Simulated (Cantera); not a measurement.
A closed system holds: 1 mol MgSO4, 4.3 mol O2, held at 1500 K and 18.0 Pa.

Cantera equilibrium calculation (NASA polynomials, part measured and part estimated; ideal gas, pure solids and liquids). Candidate condensed phases: Mg, MgO, MgS, MgSO4, S; 14 gas species. Equilibrium is a limit: real reactors are often held back by kinetics, nucleation or transport.

What is the equilibrium state?

x(O2): 0.827
x(SO2): 0.172
x(O): 0.000275
x(SO3): 7.86e-5
x(SO): 4.96e-6
n(MgO(s)): 1.00 mol
gas amount: 5.801 mol
log10 activity of S(l) (absent): -10.67
log10 activity of Mg(l) (absent): -13.25
